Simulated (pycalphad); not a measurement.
**Effect of Fe content in Si-Al-Fe**

All values are pycalphad results on the COST 507 light-alloy database (1999) (1 atm), not direct measurements. The data set is of 1999 and partly superseded. Amounts are mole fractions of atoms.

```tsv
alloy	liquidus (K)	first solid	solidus (K)	phases at 975 K
Si-72.3Al-0.7Fe (at.%)	1063	DIAMOND_A4	849	LIQUID 0.92, DIAMOND_A4 0.08
Si-72.3Al-1.05Fe (at.%)	1057	DIAMOND_A4	849	LIQUID 0.93, DIAMOND_A4 0.07
Si-72.3Al-1.4Fe (at.%)	1051	DIAMOND_A4	849	LIQUID 0.93, DIAMOND_A4 0.07
Si-72.3Al-2.1Fe (at.%)	1038	DIAMOND_A4	849	LIQUID 0.91, DIAMOND_A4 0.05, ALFESI_DELTA 0.04
Si-72.3Al-4.2Fe (at.%)	1052	ALFESI_DELTA	849	LIQUID 0.80, ALFESI_DELTA 0.19, DIAMOND_A4 0.01
Si-72.3Al-5.6Fe (at.%)	1073	ALFESI_DELTA	849	LIQUID 0.71, ALFESI_DELTA 0.29
```

Database names, with the compositions (at.%) that they take in these runs: ALFESI_DELTA: Al 55 Si 30 Fe 15. DIAMOND_A4 is diamond (Si).
